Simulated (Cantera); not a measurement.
Input: 1 mol V, 0.18 mol N2, 31 mol H2, held at 10.0 mbar.

Cantera equilibrium calculation (NASA polynomials, part measured and part estimated; ideal gas, pure solids and liquids). Candidate condensed phases: V, VN; 11 gas species. Mutual solubility and eutectic melting of coexisting phases are not modelled. VN: taken at fixed stoichiometry. Condensed phases not in the tables: V2N, N, O or C dissolved in the metal. The numbers say what is thermodynamically allowed, not how fast it happens.

Q: At 1573 K, list the 3 most abundant gas species with their mole fractions, and the condensed phases.

A: H2 0.999, H 0.000406, N2 0.000219. Condensed: V(s) + VN(s).
